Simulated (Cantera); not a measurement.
Input (Python, Cantera):

```python
import numpy as np
import cantera as ct

gas = ct.Solution("gri30.yaml")
gas.TPX = 1125, 110000, {'CO': 1, 'H2': 0.18, 'O2': 0.776, 'N2': 2.92}
reactor = ct.IdealGasConstPressureReactor(gas, energy="on", clone=False)
net = ct.ReactorNet([reactor])
net.rtol, net.atol = 1e-08, 1e-16
show = ['CO', 'H2', 'O2', 'NO2', 'NO']
times = np.geomspace(4e-06, 0.2, 10)

steps = ct.SolutionArray(gas, extra=["t"])
rows = []
print(f"{'t/s':>10s}{'T/K':>9s}{'P/Pa':>11s}" + "".join(f"{s:>11s}" for s in show))
for t in times:
    while net.time < t:
        t_next = net.step()
        steps.append(gas.state, t=t_next)
    rows.append([np.interp(t, steps.t, y) for y in (steps.T, steps.P, *steps(*show).X.T)])
    print(f"{t:10.3e}{rows[-1][0]:9.1f}{rows[-1][1]:11.4g}" + "".join(f"{x:11.3e}" for x in rows[-1][2:]))
rate = np.gradient(steps.T, steps.t)
print("integrator steps:", len(steps.t))
if steps.T.max() > steps.T[0] + 200:
    print(f"time of steepest temperature rise: {steps.t[rate.argmax()]:.4e} s")
gas.TPX = 1125, 110000, {'CO': 1, 'H2': 0.18, 'O2': 0.776, 'N2': 2.92}
gas.equilibrate("HP")
print(f"equilibrium (HP): T = {gas.T:.1f} K  " + "  ".join(f"{s} {gas[s].X[0]:.3e}" for s in show))
```

Output:

```
       t/s      T/K       P/Pa         CO         H2         O2        NO2         NO
 4.000e-06   1125.0    1.1e+05  2.051e-01  3.692e-02  1.591e-01  1.958e-28  1.035e-20
 1.331e-05   1125.0    1.1e+05  2.051e-01  3.692e-02  1.591e-01  1.033e-25  2.690e-19
 4.429e-05   1125.0    1.1e+05  2.051e-01  3.691e-02  1.591e-01  3.209e-20  7.670e-16
 1.474e-04   1556.0    1.1e+05  1.488e-01  2.470e-03  1.059e-01  3.031e-09  5.708e-06
 4.903e-04   2351.3    1.1e+05  6.476e-02  2.178e-03  6.774e-02  9.809e-08  2.618e-04
 1.632e-03   2568.5    1.1e+05  4.327e-02  1.286e-03  5.918e-02  8.476e-07  1.884e-03
 5.429e-03   2577.8    1.1e+05  4.136e-02  1.225e-03  5.629e-02  2.870e-06  6.448e-03
 1.806e-02   2571.9    1.1e+05  4.105e-02  1.221e-03  5.386e-02  4.974e-06  1.135e-02
 6.011e-02   2571.1    1.1e+05  4.100e-02  1.220e-03  5.353e-02  5.252e-06  1.201e-02
 2.000e-01   2571.1    1.1e+05  4.100e-02  1.220e-03  5.353e-02  5.253e-06  1.201e-02
integrator steps: 1492
time of steepest temperature rise: 1.2697e-04 s
equilibrium (HP): T = 2571.1 K  CO 4.100e-02  H2 1.220e-03  O2 5.353e-02  NO2 5.253e-06  NO 1.201e-02
```

Detailed kinetics in Cantera: GRI-Mech 3.0 (53 species, 325 reactions).
